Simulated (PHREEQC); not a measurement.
1 kg of water holding 0.077 mol KCl, 0.019 mol MgSO4 and 0.16 mol MgCl2 is evaporated at 25 °C; the solids stay in contact with the brine. No CO2 enters from the air. Only these solids could form: Arcanite, Bischofite, Brucite, Carnallite, Epsomite, Hexahydrite, Kainite, Kieserite, Leonite, Misenite, Schoenite, Sylvite, MgCl2_4H2O.

Computed with PHREEQC (Pitzer model, pitzer.dat).

| water left (kg) | ionic strength | water activity | Carnallite (mol) | Bischofite (mol) | Sylvite (mol) |
|---|---|---|---|---|---|
| 1 | 0.633 | 0.990 | 0 | 0 | 0 |
| 0.6755 | ? | 0.984 | 0 | 0 | 0 |
| 0.5552 | 1.14 | 0.981 | 0 | 0 | 0 |
| 0.375 | ? | ? | 0 | 0 | 0 |
| 0.2533 | 2.50 | 0.954 | 0 | 0 | 0 |
| 0.2082 | 3.04 | 0.942 | 0 | 0 | 0 |
| 0.1407 | 4.50 | 0.904 | 0 | 0 | 0 |
| 0.09502 | 6.66 | ? | 0 | 0 | 0 |
| 0.07809 | ? | 0.783 | 0 | 0 | 0 |
| 0.05275 | 11.6 | ? | 0 | 0 | 0.0235 |
| 0.03206 | 13.9 | 0.515 | 0.0276 | 0 | 0.0219 |
| 0.02191 | 14.6 | ? | 0.0639 | 0 | 0 |
| 0.00581 | 17.6 | 0.319 | 0.0769 | 0.0492 | 0 |

Question: What belongs in the gaps?

Answer: 
- 0.6755, ionic strength: 0.937
- 0.375, ionic strength: 1.69
- 0.375, water activity: 0.971
- 0.09502, water activity: 0.835
- 0.07809, ionic strength: 8.11
- 0.05275, water activity: 0.642
- 0.02191, water activity: 0.483

Species that the database lacks are ignored.
